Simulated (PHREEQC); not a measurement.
Solution (10 °C): 1.7 mol/kgw NaCl and 0.061 mol/kgw Na2SO4. It is in equilibrium with CO2 at log p = -2 (atm). Otherwise closed; pH follows from the charge balance.

Equilibrium calculation in PHREEQC: Pitzer model, pitzer.dat.

Precipitation was switched off in this run.

Task: Predict the pH, activity of water.

Result: pH 4.73; activity of water 0.941.

Task: In which forms is C present?

Result: CO2 95 %, HCO3- 4.7 % of the C.

Complexes and solids missing from the database can't appear. In brines, pH and single-ion activities rest on the MacInnes convention. Away from 25 °C the constants follow the database's enthalpies or fits; those with neither stay at their 25 °C values.
